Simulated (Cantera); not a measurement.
A freely propagating, adiabatic, planar premixed flame of CH4 : C2H6 : C3H8 : O2 : N2 = 1 : 0.08 : 0.29 : 2.87 : 10.8 (molar parts), equivalence ratio 1.3, unburnt at 423 K and 8.40 bar; mixture-averaged transport, grid criteria slope 0.08 and curve 0.16, no radiation.

Detailed kinetics in Cantera: GRI-Mech 3.0 (53 species, 325 reactions). GRI-Mech 3.0 was tuned for natural gas; its chemistry of propane as a main component is partial and can be far from experiment. Burning velocities carry a grid error of a few per cent, more on coarse grids.

Q: Predict: laminar burning velocity; thermal thickness; peak x(CH2); peak x(CO).

A: laminar burning velocity: 22.3 cm/s
thermal thickness: 0.110 mm
peak x(CH2): 2.84e-5
peak x(CO): 0.0732
